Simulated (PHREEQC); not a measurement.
**Brine: an equilibrium model**

Solution (25 °C): 0.41 mol/kgw Na2SO4. Closed to the air; pH follows from the charge balance.

Computed with PHREEQC (Pitzer model, pitzer.dat).

This is a speciation only: nothing precipitates in the calculation.

Task: Predict the activity of water, density, osmotic coefficient.

Result: activity of water 0.985; density 1.047 g/cm³; osmotic coefficient 0.700.

Species that the database lacks are ignored.
